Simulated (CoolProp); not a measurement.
Carbonyl sulfide along the isotherm 611.9 K: Z from the reference equation and from simpler models built on Tc = 378.8 K, pc = 6.369 MPa, ω = 0.098; each cubic takes its own stable root.

The numbers come from the reference Helmholtz-energy equation of state, Lemmon 2006 in CoolProp. It is a short technical equation, of lower accuracy than the large ones.

```tsv
p (MPa)	phase	reference	van der Waals	Redlich-Kwong	Soave-Redlich-Kwong
6.25	gas	0.9393	0.9173	0.9314	0.9485
12.5	supercritical	0.8911	0.8434	0.8791	0.9136
18.8	supercritical	0.8620	0.8033	0.8517	0.8997
25	supercritical	0.8569	0.8154	0.8521	0.9072
31.2	supercritical	0.8739	0.8647	0.8744	0.9315
37.5	supercritical	0.9082	0.9336	0.9117	0.9682
43.8	supercritical	0.9536	1.011	0.9580	1.013
50	supercritical	1.005	1.092	1.009	1.062
```
